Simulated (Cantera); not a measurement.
Input (Python, Cantera) and output of one run.

```python
import numpy as np
import cantera as ct

gas_names = [...]  # 109 gases of nasa_gas.yaml made of C, Cl, H, Si
cond_names = """
    C(gr) C6H6(L) C7H8(L) C8H18(L),n-octa Si(cr) Si(L) SiC(b)
""".split()


# ... load() reads the species with a 1 bar reference pressure and builds the phases ...
atoms = {
    'Si(CH3)4': {'Si': 1, 'C': 4, 'H': 12},
    'HCl': {'H': 1, 'CL': 1},
    'H2': {'H': 2},
    'C2H2': {'C': 2, 'H': 2},
}
top_T = {'C(gr)': 4500, 'SiC(b)': 3050}  # K; cautious upper limits of use, not melting points


# ... equilibrate(T, P, feed) seeds the gas with the atoms and calls Mixture.equilibrate('TP', solver="vcs", rtol=1e-11, max_steps=5000) ...
results = []
feed = {'Si(CH3)4': 1, 'HCl': 0.044, 'H2': 120, 'C2H2': 0.37}  # mol
T = 2375  # K
P = 1000  # Pa
mix = equilibrate(T, P, feed)
results.append((T, P, feed, dict(zip(mix.species_names, mix.species_moles))))
x = sorted(zip(gas.X, gas.species_names), reverse=True)
print(f"T = {T:g} K  P = {P:g} Pa  gas = {mix.phase_moles(0):.4g} mol")
print("   x: " + "  ".join(f"{s} {v:.3e}" for v, s in x if v > 1e-06))
print("   condensed (mol): " + ("  ".join(f"{mix.phase(i).name} {mix.phase_moles(i):.4g}"
      for i in range(1, mix.n_phases) if mix.phase_moles(i) > 1e-12) or "none"))
```

Result:

```
T = 2375 K  P = 1000 Pa  gas = 136.3 mol
   x: H2 8.565e-01  H 1.305e-01  Si 5.868e-03  C2H2,acetylene 5.319e-03  SiC2 1.040e-03  HCL 2.900e-04  SiH 1.752e-04  Si2C 1.124e-04  C2H 4.399e-05  CL 3.159e-05  SiH2 1.804e-05  C4H2 1.357e-05  C3 6.394e-06  Si2 4.264e-06  CH3 3.843e-06  C 2.725e-06  C2H2,vinylidene 2.653e-06  SiC 1.375e-06  CH4 1.364e-06  SiCL 1.190e-06  CH2 1.164e-06
   condensed (mol): C(gr) 2.967
```

Cantera equilibrium calculation (NASA polynomials, part measured and part estimated; ideal gas, pure solids and liquids). Gases not in the tables: Si2H6 and higher silanes.
